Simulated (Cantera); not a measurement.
# Adiabatic ignition

An adiabatic, constant-volume homogeneous reactor starts with 23.1 % CO, 1.29 % H₂, 5.79 % O₂, 69.7 % N₂, 0.166 % H₂O, at 1050 K and 0.938 atm.

Computed with Cantera and GRI-Mech 3.0 (53 species, 325 reactions).

```tsv
t (s)	T (K)	P (bar)	x CO	x H₂	x O₂	x CO₂	x O
3.00e-6	1050	0.950	0.231	0.0129	0.0579	1.26e-10	1.16e-10
1.23e-5	1050	0.950	0.231	0.0129	0.0579	6.00e-10	4.21e-10
5.04e-5	1050	0.950	0.231	0.0129	0.0579	4.72e-9	1.86e-9
0.000206	1050	0.950	0.231	0.0129	0.0579	2.81e-7	6.78e-8
0.000845	1802	1.57	0.150	0.00239	0.00836	0.0896	0.00790
0.00346	2184	1.86	0.133	0.00279	9.52e-5	0.112	4.90e-5
0.0142	2190	1.87	0.133	0.00283	1.24e-5	0.112	6.66e-6
0.0582	2191	1.87	0.133	0.00283	1.23e-5	0.112	6.57e-6
0.238	2191	1.87	0.133	0.00283	1.23e-5	0.112	6.58e-6
0.976	2191	1.87	0.133	0.00283	1.23e-5	0.112	6.58e-6
4.00	2191	1.87	0.133	0.00283	1.23e-5	0.112	6.58e-6
```
x: mole fraction; the columns are a selection and need not sum to one.

```json
{
 "time_of_steepest_temperature_rise": "0.746 ms",
 "temperature at 4.00 s": "2191 K",
 "equilibrium_temperature": "2191 K",
 "x(CO) at 4.00 s": "0.133 (gas-phase equilibrium 0.133)",
 "x(H₂) at 4.00 s": "0.00283 (gas-phase equilibrium 0.00283)",
 "x(O₂) at 4.00 s": "1.23e-5 (gas-phase equilibrium 1.23e-5)"
}
```
